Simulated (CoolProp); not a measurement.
Vapour-liquid equilibrium of R1234yf (1) + R152A (2) at 0.0242 bar; x and y are mole fractions of (1).

Values from CoolProp's multi-fluid Helmholtz-energy mixture model, Lemmon 2022 and Outcalt 1996; pair parameters Bell 2023.

| x | bubble temperature, mixture model (K) | bubble temperature, Raoult's law (K) | y, mixture model | y, Raoult's law |
|---|---|---|---|---|
| 0.05 | 187.6 | 188.1 | 0.109 | 0.075 |
| 0.15 | ___ | 187.4 | 0.268 | 0.215 |
| 0.25 | 185.7 | 186.9 | 0.384 | 0.341 |
| 0.35 | 185.1 | 186.3 | 0.478 | 0.456 |
| 0.45 | 184.7 | 185.8 | 0.560 | 0.561 |
| 0.55 | 184.3 | 185.3 | 0.638 | 0.657 |
| 0.65 | 184.0 | 184.8 | ___ | 0.744 |
| 0.75 | 183.7 | 184.3 | 0.794 | 0.825 |
| 0.85 | 183.5 | 183.8 | 0.875 | 0.899 |
| 0.95 | 183.3 | 183.4 | ___ | 0.968 |

Complete the blanks.


- 0.15, bubble temperature, mixture model (K): 186.5
- 0.65, y, mixture model: 0.715
- 0.95, y, mixture model: 0.958

The largest gap from Raoult's law is -1.2 K in bubble temperature, at x = 0.35. No azeotrope shows between x = 0.05 and 0.95.

Pair parameters are fitted to limited data, so mixtures are less certain than the pure fluids.
